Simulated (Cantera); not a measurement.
Input: 1 mol Si(CH3)4, 0.22 mol C3H8, 13 mol H2, held at 23.0 mbar.

These are equilibrium values from Cantera (NASA tables, ideal gas, pure condensed phases), not measurements of a reactor. Candidate condensed phases: C, C6H6, C7H8, C8H18, Si, SiC; 87 gas species. Gases not in the tables: Si2H6 and higher silanes. The numbers say what is thermodynamically allowed, not how fast it happens.

What share of the Si ends up in condensed phases as a function of T (K), at 1423, 1523, 1623, 1723, 1823, 1923, 2023, 2123, 2223, 2323, 2423, 2523, 2623?


```csv
T (K),Si condensed (%),as
1423,100.0,SiC(s)
1523,100.0,SiC(s)
1623,100.0,SiC(s)
1723,100.0,SiC(s)
1823,100.0,SiC(s)
1923,99.9,SiC(s)
2023,99.6,SiC(s)
2123,98.4,SiC(s)
2223,93.8,SiC(s)
2323,78.1,SiC(s)
2423,26.4,SiC(s)
2523,0.0,-
2623,0.0,-
```
